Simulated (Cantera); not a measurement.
An adiabatic, constant-volume homogeneous reactor starts with 12.3 % CO, 12.3 % H2, 5.31 % O2, 70.0 % N2, equivalence ratio 2.3, at 950 K and 0.760 atm.

Model: GRI-Mech 3.0 (53 species, 325 reactions), integrated in Cantera.

Predict: time of steepest temperature rise; temperature at 0.100 s; equilibrium temperature; x(CO) at 0.100 s; x(H2) at 0.100 s; x(O2) at 0.100 s; x(NO) at 0.100 s; x(H) at 0.100 s.


```
Quantity                                                               Value
---------------------------------  -----------------------------------------
time of steepest temperature rise                                    2.09 ms
temperature at 0.100 s                                                1970 K
equilibrium temperature                                               1971 K
x(CO) at 0.100 s                       0.0971 (gas-phase equilibrium 0.0971)
x(H2) at 0.100 s                       0.0514 (gas-phase equilibrium 0.0514)
x(O2) at 0.100 s                     8.32e-8 (gas-phase equilibrium 8.33e-8)
x(NO) at 0.100 s                     1.36e-5 (gas-phase equilibrium 4.32e-6)
x(H) at 0.100 s                    0.000246 (gas-phase equilibrium 0.000246)
```
